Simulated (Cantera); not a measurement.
An isothermal, constant-pressure homogeneous reactor starts with CH₄ : H₂ = 0.028 : 1 (molar parts), at 1225 K and 53.3 Torr. Integrator tolerance rtol = 1e-08.

Detailed kinetics in Cantera: GRI-Mech 3.0 (53 species, 325 reactions). GRI-Mech 3.0 stops at C3 and has no aromatics, soot or wall deposition, so with more carbon than oxygen in the feed, carbon stays in small species such as C2H2 where larger ones or solid carbon would form.

### Question
What does this change do: temperature 1225 to 2975 K?

### Answer
```tsv
quantity	before	after
x(CH₄) at 10.0 s	0.0272 (gas-phase equilibrium 0.0268)	9.69e-7 (gas-phase equilibrium 9.76e-7)
x(H₂) at 10.0 s	0.973 (gas-phase equilibrium 0.973)	0.572 (gas-phase equilibrium 0.572)
x(CH₃) at 10.0 s	5.40e-7 (gas-phase equilibrium 6.14e-7)	1.12e-5 (gas-phase equilibrium 1.13e-5)
x(C₂H₂) at 10.0 s	6.24e-7 (gas-phase equilibrium 0.000149)	0.00919 (gas-phase equilibrium 0.00919)
x(C₂H) at 10.0 s	<1e-12 (gas-phase equilibrium <1e-12)	0.00111 (gas-phase equilibrium 0.00111)
x(C₂H₄) at 10.0 s	2.23e-6 (gas-phase equilibrium 8.44e-5)	6.59e-8 (gas-phase equilibrium 6.60e-8)
x(H) at 10.0 s	1.00e-6 (gas-phase equilibrium 1.16e-6)	0.418 (gas-phase equilibrium 0.418)
```
